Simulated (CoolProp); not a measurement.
Propyne along the isobar 38.1 bar: density (kg/m³) from the reference equation and from simpler models built on Tc = 402.7 K, pc = 56.58 bar, ω = 0.204; each cubic takes its own stable root.

Model: reference Helmholtz-energy equation of state, Polt 1992, in CoolProp. This equation is an older, rougher fit; its heat capacities, sound speeds and derivatives of the liquid may be far off and weren't checked against measurements.

```json
[
 {"T (K)": "357.6", "phase": "liquid", "reference": "507.9", "van der Waals": "310.6", "Redlich-Kwong": "426.6", "Soave-Redlich-Kwong": "444.3", "Peng-Robinson": "502.7"},
 {"T (K)": "365.3", "phase": "liquid", "reference": "488.6", "van der Waals": "295.2", "Redlich-Kwong": "404.0", "Soave-Redlich-Kwong": "421.6", "Peng-Robinson": "476.7"},
 {"T (K)": "373.1", "phase": "liquid", "reference": "465.5", "van der Waals": "74.95", "Redlich-Kwong": "376.3", "Soave-Redlich-Kwong": "394.2", "Peng-Robinson": "445.2"},
 {"T (K)": "388.6", "phase": "gas", "reference": "73.43", "van der Waals": "66.48", "Redlich-Kwong": "70.81", "Soave-Redlich-Kwong": "71.65", "Peng-Robinson": "74.34"},
 {"T (K)": "396.4", "phase": "gas", "reference": "67.66", "van der Waals": "63.30", "Redlich-Kwong": "66.44", "Soave-Redlich-Kwong": "66.72", "Peng-Robinson": "?"},
 {"T (K)": "404.1", "phase": "gas", "reference": "?", "van der Waals": "?", "Redlich-Kwong": "62.95", "Soave-Redlich-Kwong": "62.90", "Peng-Robinson": "64.97"},
 {"T (K)": "411.9", "phase": "gas", "reference": "60.11", "van der Waals": "58.20", "Redlich-Kwong": "59.97", "Soave-Redlich-Kwong": "59.71", "Peng-Robinson": "?"},
 {"T (K)": "419.7", "phase": "gas", "reference": "57.34", "van der Waals": "56.06", "Redlich-Kwong": "57.41", "Soave-Redlich-Kwong": "57.00", "Peng-Robinson": "58.69"},
 {"T (K)": "427.4", "phase": "gas", "reference": "55.00", "van der Waals": "54.15", "Redlich-Kwong": "55.19", "Soave-Redlich-Kwong": "54.67", "Peng-Robinson": "56.22"},
 {"T (K)": "435.2", "phase": "gas", "reference": "52.93", "van der Waals": "52.40", "Redlich-Kwong": "53.18", "Soave-Redlich-Kwong": "52.59", "Peng-Robinson": "54.03"},
 {"T (K)": "443", "phase": "gas", "reference": "51.10", "van der Waals": "50.80", "Redlich-Kwong": "51.38", "Soave-Redlich-Kwong": "?", "Peng-Robinson": "52.07"},
 {"T (K)": "450.7", "phase": "gas", "reference": "?", "van der Waals": "?", "Redlich-Kwong": "49.76", "Soave-Redlich-Kwong": "49.08", "Peng-Robinson": "50.32"},
 {"T (K)": "458.5", "phase": "gas", "reference": "47.98", "van der Waals": "47.97", "Redlich-Kwong": "48.26", "Soave-Redlich-Kwong": "47.55", "Peng-Robinson": "48.72"},
 {"T (K)": "466.2", "phase": "gas", "reference": "46.63", "van der Waals": "46.71", "Redlich-Kwong": "46.90", "Soave-Redlich-Kwong": "46.17", "Peng-Robinson": "47.27"},
 {"T (K)": "474", "phase": "gas", "reference": "45.37", "van der Waals": "45.52", "Redlich-Kwong": "45.62", "Soave-Redlich-Kwong": "44.88", "Peng-Robinson": "45.91"}
]
```

Task: Some entries are withheld; supply them.

Result: 
- 396.4, Peng-Robinson: 69.05
- 404.1, reference: 63.47
- 404.1, van der Waals: 60.60
- 411.9, Peng-Robinson: 61.57
- 443, Soave-Redlich-Kwong: 50.74
- 450.7, reference: 49.47
- 450.7, van der Waals: 49.34

At some of these states van der Waals gives the other phase, because its saturation line lies elsewhere.
